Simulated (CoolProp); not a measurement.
The fluid at 293.15 K and 0.593 MPa flows at 3.1 m/s in a round tube of 6 mm bore and 1.5 µm roughness, fully developed (64/Re and Nu = 3.66 if laminar; Colebrook and Gnielinski if turbulent). The same conditions are run with several fluids, on thermodynamics alone (safety and materials aside).

Values from CoolProp's reference Helmholtz-energy equation of state of each fluid (R11: Jacobsen 1992; n-decane: Lemmon 2006; R123: Younglove 1994; n-butane: Bücker 2006; R245fa: Akasaka 2015).

```tsv
fluid	Reynolds number	Darcy friction factor	pressure drop (Pa/m)	heat-transfer coefficient (W/(m² K))	mass flow (kg/h)
R11	60500	0.0210	25000	4890	470
n-decane	14800	0.0284	16600	3330	231
R123	61700	0.0209	24800	4890	466
n-butane	64500	0.0207	9620	5760	183
R245fa	59700	0.0210	22800	5730	427
```

Transport values come from each fluid's own correlations; those of R11, R245fa are estimates that may be off by 10 % or more.
